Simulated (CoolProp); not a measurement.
A closed Brayton cycle with carbon dioxide: compressor inlet 307.15 K and 7.8 MPa, high pressure 22.5 MPa, turbine inlet 765 K, compressor efficiency 0.85, turbine efficiency 0.85, recuperator effectiveness 0.8 (on enthalpy, no pinch check). Each further row changes one setting.

Values from CoolProp's reference Helmholtz-energy equation of state, Span 1996.

| case | thermal efficiency (%) | net work (kJ/kg) | compressor to turbine work | compressor exit (K) | turbine exit (K) |
|---|---|---|---|---|---|
| as stated | 28.2 | 85.1 | 0.29 | 365.0 | 650.7 |
| turbine inlet 715 K | 26.9 | 75.8 | 0.31 | 365.0 | 604.7 |
| compressor inlet 317.15 K | 26.4 | 68.3 | 0.43 | 402.4 | 650.7 |
| high pressure 19.1 MPa | 26.3 | 75.0 | 0.27 | 355.8 | 668.0 |
| recuperator effectiveness 0.5 | 21.2 | 85.1 | 0.29 | 365.0 | 650.7 |
